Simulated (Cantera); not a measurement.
Gas-phase reforming

A perfectly stirred reactor is fed with CH₄ : CO₂ : H₂O = 1 : 0.33 : 0.0015 (molar parts), at 200000 Pa; it is held at 1873 K, and followed from long to short residence time.

Detailed kinetics in Cantera: GRI-Mech 3.0 (53 species, 325 reactions). GRI-Mech 3.0 stops at C3 and has no aromatics, soot or wall deposition, so with more carbon than oxygen in the feed, carbon stays in small species such as C2H2 where larger ones or solid carbon would form.

```
τ (s)     x CH₄     x CO₂      x O₂   x C₂H₄    x H₂O
-------  ------  --------  --------  -------  -------
4.5      0.0125  0.000207    <1e-12  0.00211  0.00169
1.8      0.0140  0.000503    <1e-12  0.00212  0.00408
0.69     0.0172   0.00123    <1e-12  0.00215  0.00985
0.27     0.0232   0.00276  2.63e-12  0.00222   0.0214
0.10     0.0340   0.00588  1.04e-11  0.00237   0.0421
0.041    0.0495    0.0109  2.69e-11  0.00257   0.0661
0.016    0.0753    0.0208  5.37e-11  0.00292   0.0888
0.0062    0.118    0.0418  7.79e-11  0.00368   0.0965
0.0024    0.186    0.0811  7.82e-11  0.00555   0.0798
0.00094   0.286     0.133  5.16e-11  0.00957   0.0476
0.00037   0.407     0.181  2.37e-11   0.0161   0.0208
```
x: mole fraction; the columns are a selection and need not sum to one.
